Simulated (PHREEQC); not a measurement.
**Buffer**

Dissolve 0.028 mol KHCO3, 0.0018 mol Na2CO3 and 0.0053 mol NaCl per kg of water at 55 °C. Closed to the air; pH follows from the charge balance.

All values are PHREEQC results (ion-association model, phreeqc.dat), not measurements.

This is a speciation only: nothing precipitates in the calculation.

Q: Estimate the pH.

A: pH 8.64.

Q: In which forms is Na present?

A: Na+ 94 %, NaCO3- 4.9 %, NaHCO3 0.9 % of the Na.

At this temperature some constants are extrapolated from 25 °C, and those without enthalpy data are left unchanged.
